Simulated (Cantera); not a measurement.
A Cantera script and what it prints.

```python
import numpy as np
import cantera as ct

gas_names = """
    CL CL2 H HCL H2 N NH NH2 NH3 N2 N2H2 N2H4 Si SiCL SiCL2 SiCL3 SiCL4 SiH SiHCL3 SiH2 SiH2CL2 SiH3
    SiH3CL SiH4 SiN Si2 Si2N Si3
""".split()
cond_names = """
    NH4CL(a) NH4CL(b) Si(cr) Si(L) Si3N4(a)
""".split()


def load(file, names, dense=False):
    # The tables refer to 1 bar. Condensed volumes are neglected.
    table = {s.name: s for s in ct.Species.list_from_file(file)}
    out = []
    for n in names:
        d = dict(table[n].input_data)
        d["thermo"] = dict(d["thermo"], **{"reference-pressure": 1e5})
        if dense:
            d["equation-of-state"] = {"model": "constant-volume", "density": "1e6 g/cm^3"}
        out.append(ct.Species.from_dict(d))
    return out


gas = ct.Solution(thermo="ideal-gas", species=load("nasa_gas.yaml", gas_names))
cond = {s.name: ct.Solution(thermo="fixed-stoichiometry", species=[s], name=s.name)
        for s in load("nasa_condensed.yaml", cond_names, dense=True)}
atoms = {
    'Si3N4': {'Si': 3, 'N': 4},
    'HCl': {'H': 1, 'CL': 1},
    'H2': {'H': 2},
}
top_T = {'Si3N4(a)': 2400}  # K; cautious upper limits of use, not melting points


def equilibrate(T, P, feed):
    n = {}
    for name, mol in feed.items():
        for a, k in atoms[name].items():
            n[a] = n.get(a, 0.0) + k * mol
    gas.TPX = T, P, n
    mass = sum(n.values()) * gas.mean_molecular_weight
    gas.equilibrate("TP")
    valid = [c for c in cond.values() if c.min_temp <= T <= top_T.get(c.name, c.max_temp)]
    mix = ct.Mixture([(gas, mass / gas.mean_molecular_weight)] + [(c, 0.0) for c in valid])
    mix.T, mix.P = T, P
    mix.equilibrate("TP", solver="vcs", rtol=1e-11, max_steps=5000)
    return mix


results = []
T = 1173  # K
P = 13332.2  # Pa
for m in [5, 6.4, 8.1, 10, 13, 17, 22, 28, 36, 46, 59, 76, 97]:
    feed = {'Si3N4': 1, 'HCl': 9.5, 'H2': m}  # mol
    mix = equilibrate(T, P, feed)
    results.append((T, P, feed, dict(zip(mix.species_names, mix.species_moles))))
    x = sorted(zip(gas.X, gas.species_names), reverse=True)
    print(f"T = {T:g} K  P = {P:g} Pa  n(H2) = {m:g} mol  gas = {mix.phase_moles(0):.4g} mol")
    print("   x: " + "  ".join(f"{s} {v:.3e}" for v, s in x if v > 0.0001))
    print("   condensed (mol): " + ("  ".join(f"{mix.phase(i).name} {mix.phase_moles(i):.4g}"
          for i in range(1, mix.n_phases) if mix.phase_moles(i) > 1e-12) or "none"))
```

It prints:

```
T = 1173 K  P = 13332.2 Pa  n(H2) = 5 mol  gas = 14.18 mol
   x: H2 4.897e-01  HCL 3.940e-01  SiCL4 6.684e-02  N2 4.651e-02  SiHCL3 1.936e-03  SiCL3 8.736e-04  SiCL2 1.126e-04
   condensed (mol): Si3N4(a) 0.6703
T = 1173 K  P = 13332.2 Pa  n(H2) = 6.4 mol  gas = 15.6 mol
   x: H2 5.246e-01  HCL 3.781e-01  SiCL4 5.567e-02  N2 3.891e-02  SiHCL3 1.800e-03  SiCL3 7.846e-04  SiCL2 1.090e-04
   condensed (mol): Si3N4(a) 0.6964
T = 1173 K  P = 13332.2 Pa  n(H2) = 8.1 mol  gas = 17.33 mol
   x: H2 5.609e-01  HCL 3.594e-01  SiCL4 4.537e-02  N2 3.188e-02  SiHCL3 1.650e-03  SiCL3 6.957e-04  SiCL2 1.052e-04
   condensed (mol): Si3N4(a) 0.7237
T = 1173 K  P = 13332.2 Pa  n(H2) = 10 mol  gas = 19.26 mol
   x: H2 5.954e-01  HCL 3.396e-01  SiCL4 3.678e-02  N2 2.601e-02  SiHCL3 1.503e-03  SiCL3 6.149e-04  SiCL2 1.014e-04
   condensed (mol): Si3N4(a) 0.7496
T = 1173 K  P = 13332.2 Pa  n(H2) = 13 mol  gas = 22.29 mol
   x: H2 6.399e-01  HCL 3.114e-01  SiCL4 2.728e-02  N2 1.947e-02  SiHCL3 1.307e-03  SiCL3 5.158e-04
   condensed (mol): Si3N4(a) 0.783
T = 1173 K  P = 13332.2 Pa  n(H2) = 17 mol  gas = 26.32 mol
   x: H2 6.860e-01  HCL 2.792e-01  SiCL4 1.922e-02  N2 1.389e-02  SiHCL3 1.101e-03  SiCL3 4.196e-04
   condensed (mol): Si3N4(a) 0.8171
T = 1173 K  P = 13332.2 Pa  n(H2) = 22 mol  gas = 31.36 mol
   x: H2 7.294e-01  HCL 2.464e-01  SiCL4 1.315e-02  N2 9.657e-03  SiHCL3 9.072e-04  SiCL3 3.354e-04
   condensed (mol): Si3N4(a) 0.8486
T = 1173 K  P = 13332.2 Pa  n(H2) = 28 mol  gas = 37.38 mol
   x: H2 7.680e-01  HCL 2.154e-01  SiCL4 8.883e-03  N2 6.648e-03  SiHCL3 7.380e-04  SiCL3 2.659e-04
   condensed (mol): Si3N4(a) 0.8757
T = 1173 K  P = 13332.2 Pa  n(H2) = 36 mol  gas = 45.41 mol
   x: H2 8.051e-01  HCL 1.839e-01  SiCL4 5.687e-03  N2 4.367e-03  SiHCL3 5.801e-04  SiCL3 2.041e-04
   condensed (mol): Si3N4(a) 0.9008
T = 1173 K  P = 13332.2 Pa  n(H2) = 46 mol  gas = 55.43 mol
   x: H2 8.377e-01  HCL 1.552e-01  SiCL4 3.560e-03  N2 2.823e-03  SiHCL3 4.478e-04  SiCL3 1.545e-04
   condensed (mol): Si3N4(a) 0.9217
T = 1173 K  P = 13332.2 Pa  n(H2) = 59 mol  gas = 68.45 mol
   x: H2 8.668e-01  HCL 1.287e-01  SiCL4 2.145e-03  N2 1.774e-03  SiHCL3 3.366e-04  SiCL3 1.142e-04
   condensed (mol): Si3N4(a) 0.9393
T = 1173 K  P = 13332.2 Pa  n(H2) = 76 mol  gas = 85.46 mol
   x: H2 8.922e-01  HCL 1.051e-01  SiCL4 1.245e-03  N2 1.089e-03  SiHCL3 2.463e-04
   condensed (mol): Si3N4(a) 0.9535
T = 1173 K  P = 13332.2 Pa  n(H2) = 97 mol  gas = 106.5 mol
   x: H2 9.128e-01  HCL 8.553e-02  SiCL4 7.191e-04  N2 6.735e-04  SiHCL3 1.789e-04
   condensed (mol): Si3N4(a) 0.9641
```

Method: chemical equilibrium by Gibbs-energy minimisation in Cantera with the NASA 1993 tables (ideal gas, pure condensed phases). The tables' values for SiCl3 are old estimates; treat these amounts as uncertain.
